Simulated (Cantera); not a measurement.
# SO₂ + H₂ (abatement and gas-phase synthesis)

Feed: 1 mol SO₂, 0.53 mol H₂, at 1 atm.

Cantera equilibrium calculation (NASA polynomials, part measured and part estimated; ideal gas, pure solids and liquids). Candidate condensed phases: H₂O, H₂SO₄, S; 19 gas species. Rates play no part.

```
T (K)  x SO₂  x H₂O    x SO    x H₂    x S₂       x H       x S
-----  -----  -----  ------  ------  ------  --------  --------
1698   0.532  0.345  0.0101  0.0220  0.0747   2.13e-5   8.42e-5
1773   0.530  0.340  0.0145  0.0266  0.0726   4.61e-5  0.000159
1848   0.528  0.335  0.0200  0.0315  0.0701   9.35e-5  0.000285
1923   0.526  0.329  0.0268  0.0367  0.0669  0.000179  0.000484
1998   0.522  0.322  0.0349  0.0420  0.0633  0.000327  0.000785
2073   0.518  0.315  0.0445  0.0474  0.0592  0.000569   0.00122
2148   0.512  0.308  0.0554  0.0526  0.0545  0.000950   0.00182
2223   0.506  0.300  0.0676  0.0577  0.0495   0.00153   0.00262
2298   0.498  0.293  0.0807  0.0624  0.0442   0.00238   0.00364
2373   0.490  0.285  0.0946  0.0667  0.0387   0.00358   0.00488
2448   0.481  0.277   0.109  0.0705  0.0332   0.00525   0.00634
2523   0.471  0.270   0.123  0.0735  0.0278   0.00749   0.00799
2598   0.461  0.262   0.137  0.0758  0.0228    0.0104   0.00978
```
x: gas mole fraction; nothing condenses.

From 1698 K to 2598 K nothing is condensed.
